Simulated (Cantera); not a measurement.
SiH4 + CO2 (silicon oxide and oxynitride deposition)

Feed: 1 mol SiH4, 16 mol CO2, equilibrated at 1598 K and 1330 Pa.

Cantera equilibrium calculation (NASA polynomials, part measured and part estimated; ideal gas, pure solids and liquids). Candidate condensed phases: C, C6H6, C7H8, C8H18, H2O, Si, SiC, SiO2; 123 gas species. The tables hold silica as quartz up to 1696 K and as liquid above; real silica turns to tridymite and cristobalite and melts near 1996 K. The numbers say what is thermodynamically allowed, not how fast it happens.

| Item | Result |
|---|---|
| x(CO2) | 0.677 |
| x(CO) | 0.212 |
| x(H2O) | 0.101 |
| x(H2) | 0.0105 |
| x(H) | 4.72e-5 |
| x(OH) | 1.76e-5 |
| n(SiO2(β-quartz)) | 1.000 mol |
| gas amount | 18.00 mol |
| log10 activity of C(graphite) (absent) | -6.58 |
| log10 activity of Si(s) (absent) | -12.07 |
